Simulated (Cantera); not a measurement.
A Cantera script and what it prints.

```python
import numpy as np
import cantera as ct

gas_names = """
    CL CL2 H HCL H2 Si SiCL SiCL2 SiCL3 SiCL4 SiH SiHCL3 SiH2 SiH2CL2 SiH3 SiH3CL SiH4 Si2 Si3
""".split()
cond_names = """
    Si(cr) Si(L)
""".split()


# ... load() reads the species with a 1 bar reference pressure and builds the phases ...
atoms = {
    'SiCl4': {'Si': 1, 'CL': 4},
    'Cl2': {'CL': 2},
    'H2': {'H': 2},
    'HCl': {'H': 1, 'CL': 1},
}
top_T = {}  # K; cautious upper limits of use, not melting points


# ... equilibrate(T, P, feed) seeds the gas with the atoms and calls Mixture.equilibrate('TP', solver="vcs", rtol=1e-11, max_steps=5000) ...
results = []
T = 1423.15  # K
P = 101325  # Pa
for m in [0.71, 2.5, 4.4, 6.2, 8.1, 9.9, 12, 14, 15]:
    feed = {'SiCl4': 1, 'Cl2': 0.81, 'H2': m, 'HCl': 4.1}  # mol
    mix = equilibrate(T, P, feed)
    results.append((T, P, feed, dict(zip(mix.species_names, mix.species_moles))))

top = {s: max(r[3][s] / sum(r[3][g] for g in gas_names) for r in results) for s in gas_names}
cols = sorted((s for s in top if top[s] > 1e-05), key=lambda s: -top[s])[:5]
seen = [c for c in cond_names if any(r[3].get(c, 0) > 1e-12 for r in results)]
print("log10 of partial pressures in bar; condensed amounts in mol")
print(f"{'n(H2)':>10s}" + "".join(f"{s[:9]:>10s}" for s in cols + seen))
for T, P, feed, n in results:
    ng = sum(n[g] for g in gas_names)
    print(f"{feed['H2']:10.4g}" + "".join(f"{np.log10(max(n[s] / ng * P / 1e5, 1e-99)):10.3f}" for s in cols)
          + "".join(f"{n.get(c, 0):10.4g}" for c in seen))
```

Output:

```
log10 of partial pressures in bar; condensed amounts in mol
     n(H2)       HCL        H2     SiCL4       CL2     SiCL3
      0.71    -0.074    -5.860    -0.816    -1.875    -4.892
       2.5    -0.158    -0.704    -0.948    -7.198    -2.363
       4.4    -0.243    -0.464    -1.060    -7.608    -2.270
       6.2    -0.309    -0.357    -1.150    -7.848    -2.240
       8.1    -0.369    -0.289    -1.235    -8.035    -2.231
       9.9    -0.418    -0.246    -1.307    -8.177    -2.232
        12    -0.469    -0.210    -1.383    -8.315    -2.240
        14    -0.511    -0.184    -1.450    -8.426    -2.251
        15    -0.531    -0.173    -1.482    -8.475    -2.258
```

Cantera equilibrium calculation (NASA polynomials, part measured and part estimated; ideal gas, pure solids and liquids). The tables' values for SiCl3 are old estimates; treat these amounts as uncertain.
